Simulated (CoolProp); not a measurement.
The fluid at 358.05 K and 0.713 MPa (gas) is heated at constant pressure to 412.9 K. The same conditions are run with several fluids, on thermodynamics alone (safety and materials aside).

The numbers come from the reference Helmholtz-energy equation of state of each fluid (trans-2-butene: Lemmon 2005; sulfur hexafluoride: Guder 2009; R227EA: Lemmon 2016; R507A: Lemmon 2003; ethylene: Smukala 2000) in CoolProp. Blends and air are pseudo-pure fits.

**Question.** Rank trans-2-butene, sulfur hexafluoride, R227EA, R507A, ethylene by heat (kJ/kg), highest first.

**Answer.** trans-2-butene (111), ethylene (103), R507A (57.1), R227EA (53.1), sulfur hexafluoride (43.7)

```tsv
fluid	final density (kg/m³)
trans-2-butene	12.6
sulfur hexafluoride	31.1
R227EA	37.6
R507A	21.3
ethylene	5.91
```
